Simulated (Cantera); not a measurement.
A perfectly stirred reactor is fed with CH4 : C2H6 : O2 : N2 = 1 : 0.056 : 2.2 : 8.26 (molar parts), equivalence ratio 1.00, at 4.20 bar; it is adiabatic with a 400 K inlet, and is followed from long to short residence time, starting on the burning branch (τ in s: 0.053, 0.024, 0.011, 0.0049, 0.0022, 0.001, 0.00045, 0.0002, 9.2e-05, 4.1e-05, 1.9e-05).

Detailed kinetics in Cantera: GRI-Mech 3.0 (53 species, 325 reactions).

Question: Predict: blow-out, bracketed by the residence times tried; x(CH4) at τ = 53.0 ms; x(C2H6) at τ = 53.0 ms; x(O2) at τ = 53.0 ms; x(HCO) at τ = 53.0 ms; x(CH2CO) at τ = 53.0 ms; x(CH4) at τ = 1.00 ms; x(C2H6) at τ = 1.00 ms; x(O2) at τ = 1.00 ms; x(HCO) at τ = 1.00 ms; x(CH2CO) at τ = 1.00 ms.

Answer: 
```json
{
  "blow_out_bracketed_by_the_residence_times_tried": "burning at 41.0 µs, out at 19.0 µs",
  "x(CH4) at τ = 53.0 ms": "2.36e-6",
  "x(C2H6) at τ = 53.0 ms": "1.14e-8",
  "x(O2) at τ = 53.0 ms": "0.00486",
  "x(HCO) at τ = 53.0 ms": "1.49e-8",
  "x(CH2CO) at τ = 53.0 ms": "7.87e-9",
  "x(CH4) at τ = 1.00 ms": "5.41e-5",
  "x(C2H6) at τ = 1.00 ms": "5.23e-7",
  "x(O2) at τ = 1.00 ms": "0.0102",
  "x(HCO) at τ = 1.00 ms": "6.60e-7",
  "x(CH2CO) at τ = 1.00 ms": "4.03e-7"
}
```
